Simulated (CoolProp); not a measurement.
Vapour-liquid equilibrium of 1-butene (1) + n-butane (2) at 74.7 kPa; x and y are mole fractions of (1).

Computed with CoolProp (multi-fluid Helmholtz-energy mixture model, Lemmon 2005 and Bücker 2006; pair parameters Bell 2016).

```
x     bubble temperature, mixture model (°C)  bubble temperature, Raoult's law (°C)  y, mixture model  y, Raoult's law
----  --------------------------------------  -------------------------------------  ----------------  ---------------
0.05                                    -8.6                                   -8.6             0.063            0.062
0.15                                    -9.3                                   -9.2             0.184            0.182
0.25                                    -9.9                                   -9.8             0.299            0.295
0.35                                   -10.6                                  -10.4             0.408            0.404
0.45                              (withheld)                                  -10.9             0.510            0.508
0.55                              (withheld)                                  -11.5             0.607            0.606
0.65                              (withheld)                                  -12.1             0.699            0.701
0.75                              (withheld)                                  -12.6             0.787            0.791
0.85                                   -13.3                                  -13.1             0.872            0.877
0.95                                   -13.7                                  -13.6             0.957            0.960
```

### Question
What belongs in the gaps?

### Answer

- 0.45, bubble temperature, mixture model (°C): -11.2
- 0.55, bubble temperature, mixture model (°C): -11.8
- 0.65, bubble temperature, mixture model (°C): -12.3
- 0.75, bubble temperature, mixture model (°C): -12.8

The largest gap from Raoult's law is -0.3 K in bubble temperature, at x = 0.55. No azeotrope shows between x = 0.05 and 0.95.

The pair parameters rest on a limited set of measurements; away from them the model extrapolates.
